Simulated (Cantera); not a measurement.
A perfectly stirred reactor is fed with CH4 : O2 : N2 = 1 : 1.54 : 5.78 (molar parts), equivalence ratio 1.3, at 3750 Torr; it is adiabatic with a 500 K inlet, and is followed from long to short residence time, starting on the burning branch (τ in s: 0.4, 0.17, 0.073, 0.031, 0.013, 0.0057, 0.0024, 0.001, 0.00044, 0.00019, 8.1e-05).

Cantera simulation using GRI-Mech 3.0 (53 species, 325 reactions); the numbers are that mechanism's predictions, not measurements.

One state of this run: T (K) = 2126; x CH4 = 0.00186; x O2 = 0.00569; x O = 7.18e-5; x C2H4 = 5.04e-5; x NO2 = 1.41e-8; x H2O = 0.181. x: mole fraction; the columns are a selection and need not sum to one.

Q: Which value of τ (s) does it belong to?
A) 0.00019
B) 0.0024
C) 0.17
D) 0.40

A: A, 0.00019
